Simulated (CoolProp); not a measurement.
Properties of methane along the isotherm -56.75 °C (Tc = -82.6 °C, pc = 4599 kPa, ω = 0.011).

Computed with CoolProp (reference Helmholtz-energy equation of state, Setzmann 1991).

```csv
p (kPa),phase,density (kg/m³),isothermal compressibility (1/MPa),fugacity coefficient
145,gas,1.302,6.947,0.9928
219,gas,1.974,4.617,0.9892
331,gas,3.001,3.073,0.9836
499,gas,4.564,2.056,0.9754
753,gas,6.980,1.382,0.9629
1140,gas,10.80,0.9335,0.9441
1710,gas,16.74,0.6452,0.9167
2590,gas,26.83,0.4542,0.8750
3900,gas,44.59,0.3402,0.8141
5890,supercritical,82.39,0.2915,0.7240
8880,supercritical,175.8,0.1627,0.5985
13400,supercritical,246.6,0.03531,0.4778
20200,supercritical,285.8,0.01413,0.3973
30500,supercritical,316.7,0.007295,0.3565
46000,supercritical,344.8,0.004224,0.3586
```
